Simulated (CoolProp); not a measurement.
The fluid at 298.15 K and 0.813 MPa (liquid) is heated at constant pressure to 370.8 K. The same conditions are run with several fluids, on thermodynamics alone (safety and materials aside).

The numbers come from the reference Helmholtz-energy equation of state of each fluid (vinyl chloride: Thol 2022; tetrahydrofuran: Fiedler 2023; R11: Jacobsen 1992; R236FA: Pan 2012; isobutane: Bücker 2006) in CoolProp.

```json
[
 {"fluid": "vinyl chloride", "heat (kJ/kg)": "387", "final phase": "gas", "final density (kg/m³)": "17.9"},
 {"fluid": "tetrahydrofuran", "heat (kJ/kg)": "136", "final phase": "liquid", "final density (kg/m³)": "(withheld)"},
 {"fluid": "R11", "heat (kJ/kg)": "(withheld)", "final phase": "liquid", "final density (kg/m³)": "(withheld)"},
 {"fluid": "R236FA", "heat (kJ/kg)": "(withheld)", "final phase": "gas", "final density (kg/m³)": "45.9"},
 {"fluid": "isobutane", "heat (kJ/kg)": "456", "final phase": "gas", "final density (kg/m³)": "(withheld)"}
]
```

Task: What belongs in the gaps?

Result: 
- tetrahydrofuran, final density (kg/m³): 799
- R11, heat (kJ/kg): 67.2
- R11, final density (kg/m³): 1280
- R236FA, heat (kJ/kg): 205
- isobutane, final density (kg/m³): 17.3
